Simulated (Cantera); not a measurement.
A perfectly stirred reactor is fed with 90.1 % NO, 9.91 % N2, at 143 Torr; it is held at 1775 K, and followed from long to short residence time.

Detailed kinetics in Cantera: GRI-Mech 3.0 (53 species, 325 reactions).

x: mole fraction; the columns are a selection and need not sum to one.

```tsv
τ (s)	x NO	x O2	x O	x N2	x NO2
4.1	0.722	0.0891	7.12e-5	0.188	___
1.6	0.817	0.0417	5.26e-5	0.141	___
0.62	0.865	0.0174	3.94e-5	0.117	___
0.24	0.887	0.00678	3.16e-5	0.106	___
0.093	0.895	0.00251	2.72e-5	0.102	___
0.036	0.899	0.000850	2.41e-5	0.1000	___
0.014	0.900	0.000245	2.06e-5	0.0994	___
0.0054	0.901	5.11e-5	1.58e-5	0.0992	___
0.0021	0.901	7.37e-6	1.06e-5	0.0991	___
0.00081	0.901	9.20e-7	6.77e-6	0.0991	___
```

Q: Complete the blanks.

A: 
- 4.1, x NO2: 0.000544
- 1.6, x NO2: 0.000435
- 0.62, x NO2: 0.000326
- 0.24, x NO2: 0.000254
- 0.093, x NO2: 0.000212
- 0.036, x NO2: 0.000182
- 0.014, x NO2: 0.000147
- 0.0054, x NO2: 9.72e-5
- 0.0021, x NO2: 4.69e-5
- 0.00081, x NO2: 1.68e-5
